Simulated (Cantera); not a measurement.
A perfectly stirred reactor is fed with 7.87 % CH3OH, 19.4 % O2, 72.8 % N2, equivalence ratio 0.61, at 495 Torr; it is adiabatic with a 450 K inlet, and is followed from long to short residence time, starting on the burning branch (τ in s: 0.22, 0.07, 0.023, 0.0074, 0.0024, 0.00077, 0.00025, 8e-05, 2.6e-05, 8.4e-06).

Computed with Cantera and GRI-Mech 3.0 (53 species, 325 reactions). GRI-Mech 3.0 was tuned for natural gas; its chemistry of methanol as a main component is partial and can be far from experiment.

Predict: blow-out, bracketed by the residence times tried; x(CH3OH) at τ = 0.220 s; x(O2) at τ = 0.220 s; x(NO) at τ = 0.220 s; x(CO2) at τ = 0.220 s; x(H2O) at τ = 0.220 s; x(CH3OH) at τ = 0.770 ms; x(O2) at τ = 0.770 ms; x(NO) at τ = 0.770 ms; x(CO2) at τ = 0.770 ms; x(H2O) at τ = 0.770 ms.


| Item | Result |
|---|---|
| blow-out, bracketed by the residence times tried | burning at 0.770 ms, out at 0.250 ms |
| x(CH3OH) at τ = 0.220 s | 2.01e-6 |
| x(O2) at τ = 0.220 s | 0.0724 |
| x(NO) at τ = 0.220 s | 4.04e-5 |
| x(CO2) at τ = 0.220 s | 0.0752 |
| x(H2O) at τ = 0.220 s | 0.150 |
| x(CH3OH) at τ = 0.770 ms | 0.000106 |
| x(O2) at τ = 0.770 ms | 0.0774 |
| x(NO) at τ = 0.770 ms | 3.50e-6 |
| x(CO2) at τ = 0.770 ms | 0.0627 |
| x(H2O) at τ = 0.770 ms | 0.143 |
